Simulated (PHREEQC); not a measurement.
Consider water at 35 °C with 12 mmol/kgw NiSO4, 10 mmol/kgw CuCl2 and 2.7 mmol/kgw NaH2PO4. Closed to the air; pH follows from the charge balance.

The numbers come from PHREEQC with the ion-association model, wateq4f.dat.

```json
{
  "pH": "4.73",
  "ionic_strength": "0.0605 mol/kgw"
}
```

| species | molality | activity | log γ |
|---|---|---|---|
| Cl- | 0.0195 | 0.0155 | -0.099 |
| Ni+2 | 0.00926 | 0.00393 | -0.372 |
| Cu+2 | 0.00745 | 0.00338 | -0.344 |
| SO4-2 | 0.00717 | 0.00309 | -0.366 |
| H2PO4- | 0.00268 | 0.00218 | -0.089 |
| Na+ | 0.00266 | 0.00215 | -0.092 |
| NiSO4 | 0.00254 | 0.00257 | 0.006 |
| CuSO4 | 0.00225 | 0.00228 | 0.006 |
| CuCl+ | 0.000283 | 0.000227 | -0.096 |
| NiCl+ | 0.000190 | 0.000153 | -0.093 |
| NaSO4- | 4.34e-5 | 3.54e-5 | -0.089 |
| H+ | 2.23e-5 | 1.88e-5 | -0.074 |
| HPO4-2 | 1.76e-5 | 7.61e-6 | -0.363 |
| HSO4- | 8.77e-6 | 7.07e-6 | -0.094 |
| Cu2(OH)2+2 | 8.70e-6 | 3.69e-6 | -0.372 |
| NiCl2 | 8.54e-6 | 8.66e-6 | 0.006 |

Precipitation was switched off in this run. Examples of supersaturated solids here: Atacamite. Others may be too. Species that the database lacks are ignored. H3PO4, which wateq4f.dat lacks, is added to it with the constant of phreeqc.dat. The database has no phosphate complexes of Cu, Ni.
